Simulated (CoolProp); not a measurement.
Vapour pressure (MPa) of R1233zd(E): the reference equation beside estimates from Tc = 438.9 K, pc = 3.583 MPa, ω = 0.304.

Computed with CoolProp (reference Helmholtz-energy equation of state, Akasaka 2022).

```json
[
 {"T (K)": "310.5", "reference": "0.1984", "Lee-Kesler": "0.1986", "Redlich-Kwong": "0.3426", "Soave-Redlich-Kwong": "0.1984"},
 {"T (K)": "319.9", "reference": "0.2666", "Lee-Kesler": "0.2675", "Redlich-Kwong": "0.4369", "Soave-Redlich-Kwong": "0.2674"},
 {"T (K)": "329.2", "reference": "0.3504", "Lee-Kesler": "0.3523", "Redlich-Kwong": "0.5472", "Soave-Redlich-Kwong": "0.3524"},
 {"T (K)": "338.6", "reference": "0.4541", "Lee-Kesler": "0.4571", "Redlich-Kwong": "0.6771", "Soave-Redlich-Kwong": "0.4580"},
 {"T (K)": "348", "reference": "0.5796", "Lee-Kesler": "0.5836", "Redlich-Kwong": "0.8272", "Soave-Redlich-Kwong": "0.5859"},
 {"T (K)": "357.3", "reference": "0.7279", "Lee-Kesler": "0.7327", "Redlich-Kwong": "0.9969", "Soave-Redlich-Kwong": "0.7372"},
 {"T (K)": "366.7", "reference": "0.9050", "Lee-Kesler": "0.9104", "Redlich-Kwong": "1.191", "Soave-Redlich-Kwong": "0.9181"},
 {"T (K)": "376", "reference": "1.110", "Lee-Kesler": "1.116", "Redlich-Kwong": "1.407", "Soave-Redlich-Kwong": "1.128"},
 {"T (K)": "385.4", "reference": "1.352", "Lee-Kesler": "1.357", "Redlich-Kwong": "1.651", "Soave-Redlich-Kwong": "1.373"}
]
```

Absolute difference from the reference over all 9 rows, mean and median: Lee-Kesler 0.5 and 0.5 %, Redlich-Kwong 44.7 and 42.7 %, Soave-Redlich-Kwong 1.0 and 1.1 %.
